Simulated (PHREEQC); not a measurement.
Consider water at 25 °C with 0.002 mol NaBr, 0.12 mol LiCl and 0.019 mol Fe(NO3)3 per kg of water. Closed to the air; pH follows from the charge balance.

All values are PHREEQC results (ion-association model, phreeqc.dat), not measurements.

Precipitation was switched off in this run.

Predict the pH, ionic strength.

pH 2.24; ionic strength 0.209 mol/kgw.

In which forms is Cl present?

Cl- 94 %, FeCl+2 4.8 %, FeCl2+ 1.4 % of the Cl.

The solution is supersaturated, for example in Hematite (slow to form), Goethite (slow to form), so a real one may precipitate; this is no full list. Complexes and solids missing from the database can't appear.
